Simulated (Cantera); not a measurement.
Input: 1 mol CH3OH, 0.014 mol O2, equilibrated at 1975 K and 0.133 bar.

Cantera equilibrium calculation (NASA polynomials, part measured and part estimated; ideal gas, pure solids and liquids). Candidate condensed phases: C, C6H6, C7H8, C8H18, H2O; 110 gas species. The numbers say what is thermodynamically allowed, not how fast it happens.

Base state: H2 0.656, CO 0.332, H2O 0.00837, H 0.00303, CO2 0.000943 (mole fractions); condensed: gas only.

**Question.** What changes in the equilibrium state with this change: temperature from 1975 K to 1348 K?

**Answer.** 
| species | before | after |
|---|---|---|
| H2 | 0.656 | 0.659 |
| CO | 0.332 | 0.331 |
| H2O | 0.00837 | 0.00743 |
| H | 0.00303 | 5.14e-6 |
| CO2 | 0.000943 | 0.00191 |
